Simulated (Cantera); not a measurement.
Charge: 1 mol HMDSO, 0.47 mol H2O, 150 mol N2, equilibrated at 1700 K and 0.100 bar.

These are equilibrium values from Cantera (NASA tables, ideal gas, pure condensed phases), not measurements of a reactor. Candidate condensed phases: C, C6H6, C7H8, C8H18, H2O, Si, SiC, SiO2, Si2N2O, Si3N4; 151 gas species. The feed counts by its element totals alone. The numbers say what is thermodynamically allowed, not how fast it happens.

Base state: N2 0.932, H2 0.0583, CO 0.00910, HCN 0.000854, H 0.000113, SiO 3.72e-5, HNC 2.55e-5 (mole fractions); condensed: C(graphite) + SiC(s).

### Question
What changes in the equilibrium state with this change: temperature from 1700 K to 1473.15 K?

### Answer
| species | before | after |
|---|---|---|
| N2 | 0.932 | 0.937 |
| H2 | 0.0583 | 0.0595 |
| CO | 0.00910 | 0.00296 |
| SiO | 3.72e-5 | 1.02e-6 |
| H | 0.000113 | 9.77e-6 |
| HNC | 2.55e-5 | 3.18e-6 |
| HCN | 0.000854 | 0.000206 |
| C(graphite), mol | 2.40 | 5.50 |
| SiC(s), mol | 1.99 | 0 |
| Si2N2O(s), mol | 0 | 1.000 |
N2 is the only nitrogen source here; it is nearly inert below about 1500 K, so the nitride shown seldom forms there in practice.
